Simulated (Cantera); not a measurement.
Feed: 1 mol SiCl4, 69 mol N2, 53 mol H2, equilibrated at 1775 K and 0.0480 bar.

These are equilibrium values from Cantera (NASA tables, ideal gas, pure condensed phases), not measurements of a reactor. Candidate condensed phases: NH4Cl, Si, Si3N4; 28 gas species. The tables' values for SiCl, SiCl3 are old estimates; treat these amounts as uncertain. The numbers say what is thermodynamically allowed, not how fast it happens.

Base state: N2 0.554, H2 0.415, HCl 0.0279, SiCl2 0.00218, H 0.000851, Cl 4.40e-5, Si 1.66e-5, SiCl 1.59e-5 (mole fractions); condensed: Si3N4(s).

What changes in the equilibrium state with this change: SiCl4 replaced by SiHCl3?


```
species         before    after
-------------  -------  -------
N2               0.554    0.554
H2               0.415    0.422
HCl             0.0279   0.0216
SiCl2          0.00218  0.00129
SiCl3          1.17e-5  5.32e-6
Cl             4.40e-5  3.38e-5
SiCl           1.59e-5  1.22e-5
Si3N4(s), mol    0.241    0.278
```
The tables' values for SiCl are old estimates; treat these amounts as uncertain.

What changes in the equilibrium state with this change: N2 from 69 to 0.73 mol?


```tsv
species	before	after
H2	0.415	0.923
HCl	0.0279	0.0524
N2	0.554	0.0131
SiCl2	0.00218	0.00952
SiH2	3.77e-6	2.31e-5
SiCl3	1.17e-5	6.41e-5
SiH	2.87e-6	1.18e-5
SiCl	1.59e-5	5.49e-5
Si	1.66e-5	4.57e-5
Si3N4(s), mol	0.241	0
Si(l), mol	0	0.458
```
The tables' values for SiCl3, SiCl are old estimates; treat these amounts as uncertain. Gases not in the tables: Si2H6 and higher silanes.
